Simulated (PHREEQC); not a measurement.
## Copper plating or etch bath (model solution)

Make-up at 20 °C: 0.0071 mol/kgw CuSO4, 0.29 mol/kgw HNO3 and 0.0048 mol/kgw NaCl. Closed to the air; pH follows from the charge balance.

Computed with PHREEQC (ion-association model, phreeqc.dat).

```
Property                      Value
--------------------  -------------
pH                             0.65
ionic strength        0.311 mol/kgw
activity of water             0.990
specific conductance    81600 µS/cm
density                 1.009 g/cm³
total alkalinity        -290 meq/kg
```

```csv
species,molality,activity,log γ
NO3-,0.290,0.191,-0.182
H+,0.284,0.222,-0.107
Cu+2,0.00699,0.00203,-0.538
HSO4-,0.00609,0.00447,-0.134
Na+,0.00479,0.00350,-0.136
Cl-,0.00478,0.00328,-0.164
SO4-2,0.000921,0.000230,-0.602
CuSO4,8.57e-5,9.21e-5,0.031
```

Precipitation was switched off in this run.
